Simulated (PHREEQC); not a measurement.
PHREEQC input (ion-association model, wateq4f.dat):

```
SOLUTION_SPECIES
  2 NO3- + 12 H+ + 10 e- = N2 + 6 H2O  # shut off: nitrate stays nitrate
    -log_k -100
    -delta_h 0
    -analytic -100
SOLUTION 1
  temp 13
  units mol/kgw
  pH 7 charge
  Cl 0.00024
  Pb 0.00012
  N(5) 0.032
SOLUTION 2
  temp 13
  units mol/kgw
  pH 7 charge
  N(5) 0.0054
  Cu(2) 0.0027
  Cl 0.012
  B 8.3e-05
END
SELECTED_OUTPUT 1
  -reset false
  -pH true
  -pe true
  -ionic_strength true
  -water true
  -totals B Cl Cu N Pb Cu(1) Cu(2) N(5) N(3) N(0)
    N(-3)
  -molalities H+ H3BO3 Cl- Cu+2 NO3- Pb+2 H2BO3- NH3 O2 NH4+
    OH- CuCl2- CuCl3-2 Cu+ CuCl+ CuCl2 CuCl3- CuCl4-2 CuOH+ Cu(OH)2
    Cu(OH)3- Cu(OH)4-2 Cu2(OH)2+2 PbCl+ PbCl2 PbCl3- PbCl4-2 PbOH+ Pb(OH)2 Pb(OH)3-
    Pb2OH+3 PbNO3+ Pb3(OH)4+2 NO2- Pb(OH)4-2
  -equilibrium_phases Tenorite Atacamite Cu2(OH)3NO3 Litharge Cotunnite Laurionite
PRINT
  -reset false
MIX 1
  1 1
  2 0
EQUILIBRIUM_PHASES 1
  Tenorite 0 0
  Atacamite 0 0
  Cu2(OH)3NO3 0 0
  Litharge 0 0
  Cotunnite 0 0
  Laurionite 0 0
  O2(g) -0.68 10
END
# ... the last block is repeated for the other 10 points of share of solution B
```

Selected output (columns that matter, 11 of 11 rows; share of solution B added in front):

```
share of solution B	pH	mu	B	Cl	Cu	N	Pb	m_H+	m_H3BO3	m_Cl-	m_Cu+2	m_NO3-	m_Pb+2	m_PbCl+
0	1.5537	0.032313	0	0.00024	0	0.032	0.00012	0.032	0	0.00023965	0	0.031977	9.6317e-05	3.4712e-07
0.1	1.581	0.031091	8.3e-06	0.001416	0.00027	0.02934	0.000108	0.03	8.3e-06	0.0014138	0.0002697	0.029321	8.6682e-05	1.8614e-06
0.2	1.6102	0.029868	1.66e-05	0.002592	0.00054	0.02668	9.6e-05	0.028	1.66e-05	0.0025878	0.00053888	0.026664	7.7041e-05	3.0594e-06
0.3	1.6416	0.028644	2.49e-05	0.003768	0.00081	0.02402	8.4e-05	0.026	2.49e-05	0.0037616	0.00080754	0.024007	6.7397e-05	3.9318e-06
0.4	1.6755	0.027419	3.32e-05	0.004944	0.00108	0.02136	7.2e-05	0.024	3.32e-05	0.0049351	0.0010756	0.02135	5.7751e-05	4.4688e-06
0.5	1.7124	0.026193	4.15e-05	0.00612	0.00135	0.0187	6e-05	0.022	4.15e-05	0.0061084	0.0013432	0.018693	4.8107e-05	4.6599e-06
0.6	1.7529	0.024965	4.98e-05	0.007296	0.00162	0.01604	4.8e-05	0.02	4.98e-05	0.0072816	0.0016102	0.016035	3.8466e-05	4.4939e-06
0.7	1.7978	0.023737	5.81e-05	0.008472	0.00189	0.01338	3.6e-05	0.018	5.81e-05	0.0084545	0.0018766	0.013377	2.8832e-05	3.9586e-06
0.8	1.8479	0.022507	6.64e-05	0.009648	0.00216	0.01072	2.4e-05	0.016	6.64e-05	0.0096271	0.0021423	0.010718	1.9207e-05	3.0409e-06
0.9	1.9049	0.021276	7.47e-05	0.010824	0.00243	0.00806	1.2e-05	0.014	7.47e-05	0.0108	0.0024075	0.0080593	9.5949e-06	1.7266e-06
1	1.9708	0.020044	8.3e-05	0.012	0.0027	0.0054	0	0.012	8.3e-05	0.011972	0.0026719	0.0054	0	0
```

At this temperature some constants are extrapolated from 25 °C, and those without enthalpy data are left unchanged.
